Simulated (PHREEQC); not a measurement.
A made-up water analysis in mg/L, 25 °C, pH 3.04, pe 9:

```tsv
constituent	mg/L
Na	48.2
K	45.1
Ca	249
Mg	15.5
Cl	18
S(6) as SO4	872
Mn(2)	0.188
```

Cl is adjusted to close the charge balance.
Valence states are taken as typed.

All values are PHREEQC results (ion-association model, phreeqc.dat), not measurements.

Each row changes one thing in this solution. Precipitation was switched off in this run.

```
case                                               ionic strength (mol/kgw)  Mg+2 (mol/kgw)  HSO4- (mol/kgw)  MgSO4 (mol/kgw)  NaSO4- (mol/kgw)  KSO4- (mol/kgw)  SI of Gypsum (CaSO4:2H2O)  SI of Sylvite (KCl)
-------------------------------------------------  ------------------------  --------------  ---------------  ---------------  ----------------  ---------------  -------------------------  -------------------
as made                                                              0.0260        0.000429         0.000383         0.000209           3.82e-5          2.90e-5                      -0.45                -7.62
temperature from 25 to 55 °C at the same typed pH                    0.0249        0.000342         0.000717         0.000296           4.08e-5          4.15e-5                      -0.46                -7.37
Na from 48.2 to 145 mg/L                                             0.0304        0.000439         0.000374         0.000199          0.000111          2.80e-5                      -0.47                -6.35
```

At this temperature some constants are extrapolated from 25 °C, and those without enthalpy data are left unchanged.
